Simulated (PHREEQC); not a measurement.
Dissolve 2.8 mmol/kgw H2SO4, 4.2 mmol/kgw KNO3 and 0.95 mmol/kgw H3BO3 at 25 °C. Closed to the air; pH follows from the charge balance.

The numbers come from PHREEQC with the ion-association model, phreeqc.dat.

No solid was allowed to form.

### Question
Order these S species by the share of S that they hold, largest first: HSO4-, KSO4-, SO4-2.

### Answer
SO4-2 (75 %), HSO4- (24 %), KSO4- (1.4 %)

The pH is 2.35 and the ionic strength 0.0112 mol/kgw.
